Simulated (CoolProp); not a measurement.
R1336mzz(Z) at 433.74 K and 1.85 MPa is throttled through a valve to 0.441 MPa with no heat exchange. Each further row changes one setting.

Computed with CoolProp (reference Helmholtz-energy equation of state, McLinden 2020).

```
case                       temperature change (K)  final density (kg/m³)
-------------------------  ----------------------  ---------------------
as stated                              (withheld)                   22.8
outlet pressure 0.132 MPa              (withheld)                   6.51
outlet pressure 0.573 MPa                   -19.0             (withheld)
```

Complete the blanks.


- as stated, temperature change (K): -20.7
- outlet pressure 0.132 MPa, temperature change (K): -24.7
- outlet pressure 0.573 MPa, final density (kg/m³): 30.2
